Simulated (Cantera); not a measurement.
Charge: 1 mol Ti, 14 mol H₂O, 48 mol H₂, held at 1275 °C and 2.70 Torr.

Equilibrium computed with Cantera from the NASA thermochemical tables; the gas is ideal and each condensed phase is pure. Candidate condensed phases: H₂O, Ti, TiO, TiO₂, Ti₂O₃, Ti₃O₅, Ti₄O₇; 12 gas species. Kinetics and transport are ignored.

Base state: H₂ 0.806, H₂O 0.194, H 0.000462 (mole fractions); condensed: TiO₂(rutile).

**Question.** What changes in the equilibrium state with this change: temperature from 1275 °C to 1500 °C?

**Answer.** 
```json
[
 {"species": "H₂", "before": "0.806", "after": "0.803"},
 {"species": "H₂O", "before": "0.194", "after": "0.193"},
 {"species": "H", "before": "0.000462", "after": "0.00425"},
 {"species": "OH", "before": "3.70e-6", "after": "6.33e-5"},
 {"species": "TiO₂(rutile), mol", "before": "1.00", "after": "1.000"}
]
```

**Question.** What changes in the equilibrium state with this change: Ti replaced by TiCl₄?

**Answer.** 
```csv
species,before,after
H₂,0.806,0.750
H₂O,0.194,0.187
HCl,0,0.0625
Cl,0,2.96e-5
H,0.000462,0.000445
"TiO₂(rutile), mol",1.00,1.00
```
Further candidate phases: TiCl₂, TiCl₃, TiCl₄.

**Question.** What changes in the equilibrium state with this change: Ti replaced by Ti(OiPr)₄?

**Answer.** 
```tsv
species	before	after
H₂	0.806	0.820
CO	0	0.134
H₂O	0.194	0.0429
CO₂	0	0.00251
H	0.000462	0.000466
TiO₂(rutile), mol	1.00	1.00
```
The feed counts by its element totals alone. Further candidate phases: C, C₆H₆, C₇H₈, C₈H₁₈, TiC.
